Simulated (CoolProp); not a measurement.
A simple Rankine cycle with R142b: condensing at 321.15 K, boiler at 3.46 MPa, turbine inlet 416.1 K, turbine efficiency 0.85, pump efficiency 0.6, no recuperator. Each further row changes one setting.

Computed with CoolProp (reference Helmholtz-energy equation of state, Lemmon 2006). It is a short technical equation, of lower accuracy than the large ones.

```csv
case,thermal efficiency (%),net work (kJ/kg),heat in (kJ/kg),turbine exit temperature (K),volume ratio over the turbine
as stated,12.4,29.3,236,342.5,6.31
turbine inlet 436.1 K,12.7,33.9,266,367.8,5.83
condensing temperature 313.15 K,13.6,33.7,247,335.5,7.80
boiler pressure 2.42 MPa,10.7,27.5,258,365.4,3.91
turbine efficiency 0.75,10.7,25.3,236,346.4,6.42
```
